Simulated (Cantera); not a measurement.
## Thermodynamics of abatement and gas-phase synthesis, feed HCl + H2O + O2

A closed system holds: 1 mol HCl, 1.9 mol H2O, 0.29 mol O2, at 13.3 mbar.

Equilibrium computed with Cantera from the NASA thermochemical tables; the gas is ideal and each condensed phase is pure. Candidate condensed phases: H2O; 29 gas species. Ions and electrons are included (thermal ionisation). Kinetics and transport are ignored.

| T (°C) | x H | x H2O | x O | x HCl | x Cl | x H2 | x OH | x O2 |
|---|---|---|---|---|---|---|---|---|
| 2227 | 0.0610 | 0.416 | 0.0343 | 0.173 | 0.0953 | 0.0784 | 0.0670 | 0.0746 |
| 2477 | 0.204 | 0.200 | 0.101 | 0.0979 | 0.117 | 0.118 | 0.0928 | 0.0692 |
| 2727 | 0.400 | 0.0447 | 0.199 | 0.0382 | 0.122 | 0.0854 | 0.0696 | 0.0414 |
| 2977 | 0.517 | 0.00502 | 0.265 | 0.0121 | 0.121 | 0.0346 | 0.0298 | 0.0150 |
| 3227 | 0.559 | 0.000492 | 0.289 | 0.00389 | 0.121 | 0.0119 | 0.0106 | 0.00458 |
| 3477 | 0.572 | 5.70e-5 | 0.296 | 0.00140 | 0.121 | 0.00434 | 0.00393 | 0.00148 |
| 3727 | 0.577 | 8.31e-6 | 0.298 | 0.000561 | 0.121 | 0.00174 | 0.00161 | 0.000535 |
| 3977 | 0.578 | 1.50e-6 | 0.299 | 0.000250 | 0.121 | 0.000773 | 0.000722 | 0.000216 |
| 4227 | 0.579 | 3.25e-7 | 0.299 | 0.000121 | 0.121 | 0.000374 | 0.000353 | 9.65e-5 |
| 4477 | 0.579 | 8.27e-8 | 0.299 | 6.34e-5 | 0.121 | 0.000195 | 0.000186 | 4.68e-5 |
| 4727 | 0.579 | 2.41e-8 | 0.299 | 3.53e-5 | 0.121 | 0.000108 | 0.000104 | 2.44e-5 |
x: gas mole fraction; nothing condenses.

From 2227 °C to 4727 °C nothing is condensed.
